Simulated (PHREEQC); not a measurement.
Dissolve 0.0065 mol CuSO4, 0.051 mol H2SO4 and 0.011 mol NaCl per kg of water at 5 °C. Closed to the air; pH follows from the charge balance.

All values are PHREEQC results (ion-association model, phreeqc.dat), not measurements.

No solid was allowed to form.

Question: Order these S species by the share of S that they hold, largest first: HSO4-, CuSO4, SO4-2, NaSO4-.

Answer: HSO4- (60 %), SO4-2 (35 %), CuSO4 (3.8 %), NaSO4- (0.60 %)

The pH is 1.26 and the ionic strength 0.111 mol/kgw. Constants without temperature data keep their 25 °C values here.
